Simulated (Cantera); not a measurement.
A freely propagating, adiabatic, planar premixed flame of 21.3 % H₂, 14.8 % O₂, 63.8 % N₂, equivalence ratio 0.72, unburnt at 375 K and 0.410 bar; mixture-averaged transport, grid criteria slope 0.08 and curve 0.16, no radiation.

Model: the H2/O2 subset of GRI-Mech 3.0, which has no nitrogen chemistry, integrated in Cantera. Burning velocities carry a grid error of a few per cent, more on coarse grids.

Task: Predict: laminar burning velocity; thermal thickness; peak x(H); peak x(H₂O₂); peak x(OH).

Result: 
```
Quantity                     Value
------------------------  --------
laminar burning velocity  178 cm/s
thermal thickness          1.19 mm
peak x(H)                   0.0249
peak x(H₂O₂)               4.43e-5
peak x(OH)                 0.00935
```
